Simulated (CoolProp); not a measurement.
A simple Rankine cycle with n-butane: condensing at 308.15 K, boiler at 1.96 MPa, turbine inlet 391.4 K, turbine efficiency 0.6, pump efficiency 0.8, no recuperator. Each further row changes one setting.

Values from CoolProp's reference Helmholtz-energy equation of state, Bücker 2006.

```tsv
case	thermal efficiency (%)	net work (kJ/kg)	heat in (kJ/kg)	turbine exit temperature (K)	volume ratio over the turbine
as stated	9.1	42.1	461	343.8	7.10
turbine inlet 411.4 K	9.1	47.1	516	368.1	6.67
condensing temperature 300.15 K	10.0	48.2	481	339.5	9.00
boiler pressure 1.37 MPa	7.7	37.6	486	358.5	4.46
turbine efficiency 0.5	7.5	34.5	461	347.7	7.19
```
